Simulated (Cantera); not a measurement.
Adiabatic ignition

An adiabatic, constant-pressure homogeneous reactor starts with CH4 : C2H6 : O2 : N2 : CO2 = 1 : 0.053 : 1.82 : 17.1 : 2.4 (molar parts), equivalence ratio 1.2, at 1775 K and 1900000 Pa.

Model: GRI-Mech 3.0 (53 species, 325 reactions), integrated in Cantera. The pressure lies above the range GRI-Mech 3.0 was tuned for (to about 10 atm).

| t (s) | T (K) | x CH4 | x C2H6 | x O2 | x CH3 | x HCN |
|---|---|---|---|---|---|---|
| 3.00e-6 | 1774 | 0.0436 | 0.00195 | 0.0807 | 0.000791 | 3.97e-11 |
| 1.11e-5 | 1815 | 0.0340 | 0.00142 | 0.0733 | 0.00116 | 2.48e-9 |
| 4.13e-5 | 2442 | <1e-12 | <1e-12 | 0.00307 | <1e-12 | 4.98e-10 |
| 0.000153 | 2482 | <1e-12 | <1e-12 | 0.00100 | <1e-12 | 7.22e-10 |
| 0.000569 | 2482 | <1e-12 | <1e-12 | 0.000919 | <1e-12 | 1.02e-9 |
| 0.00211 | 2479 | <1e-12 | <1e-12 | 0.000869 | <1e-12 | 1.84e-9 |
| 0.00783 | 2475 | <1e-12 | <1e-12 | 0.000815 | <1e-12 | 2.81e-9 |
| 0.0291 | 2475 | <1e-12 | <1e-12 | 0.000811 | <1e-12 | 2.89e-9 |
| 0.108 | 2475 | <1e-12 | <1e-12 | 0.000811 | <1e-12 | 2.89e-9 |
| 0.400 | 2475 | <1e-12 | <1e-12 | 0.000811 | <1e-12 | 2.89e-9 |
x: mole fraction; the columns are a selection and need not sum to one.

| Item | Value |
|---|---|
| time of steepest temperature rise | 19.2 µs |
| temperature at 0.400 s | 2475 K |
| equilibrium temperature | 2475 K |
| x(CH4) at 0.400 s | <1e-12 (gas-phase equilibrium <1e-12) |
| x(C2H6) at 0.400 s | <1e-12 (gas-phase equilibrium <1e-12) |
| x(O2) at 0.400 s | 0.000811 (gas-phase equilibrium 0.000811) |
